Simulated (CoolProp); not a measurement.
Saturation properties of acetone (Tc = 235.0 °C, pc = 46.92 bar, ω = 0.307).

Model: reference Helmholtz-energy equation of state, Lemmon 2006, in CoolProp. It is a short technical equation, of lower accuracy than the large ones.

```tsv
T (°C)	p (bar)	liquid density (kg/m³)	vapour density (kg/m³)	enthalpy of vaporisation (kJ/kg)	liquid cp (kJ/(kg K))
82.75	2.333	716.3	5.009	470.5	2.320
92.45	3.053	703.8	6.488	458.5	2.358
102.15	3.933	690.9	8.299	445.9	2.399
111.85	4.996	677.6	10.50	432.6	2.443
121.55	6.266	663.7	13.16	418.7	2.491
131.25	7.767	649.3	16.35	403.9	2.544
140.95	9.526	634.1	20.19	388.2	2.603
150.55	11.55	618.3	24.75	371.6	2.670
160.25	13.90	601.3	30.30	353.5	2.748
169.95	16.61	583.2	37.01	333.8	2.842
179.65	19.69	563.6	45.22	312.2	2.958
189.35	23.20	542.1	55.40	288.1	3.111
199.05	27.16	518.1	68.33	260.7	3.330
208.75	31.65	490.3	85.37	228.8	3.684
218.45	36.71	456.3	109.4	189.4	4.414
```

It boils at 56.1 °C under 1 atm.
